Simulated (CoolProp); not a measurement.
Saturated liquid density (kg/m³) of carbon dioxide: the reference equation beside estimates from Tc = 31.0 °C, pc = 7377 kPa, ω = 0.224. Rackett uses Z = 0.29056 − 0.08775 ω.

Values from CoolProp's reference Helmholtz-energy equation of state, Span 1996.

```
T (°C)  reference  Rackett  Peng-Robinson
------  ---------  -------  -------------
-44.35       1133     1139           1178
-38.05       1109     1114           1148
-31.75       1083     1089           1117
-25.35       1056     1062           1082
-19.05       1027     1034           1045
-12.75      996.9     1004           1005
-6.35       963.6    971.0          960.4
-0.05       927.7    935.8          911.7
6.25        887.7    896.7          857.1
12.65       840.7    851.0          793.3
18.95       784.3    796.4          718.3
25.25       706.7    721.2          620.4
```

Absolute difference from the reference over all 12 rows, mean and median: Rackett 0.9 and 0.7 %, Peng-Robinson 4.0 and 3.3 %.
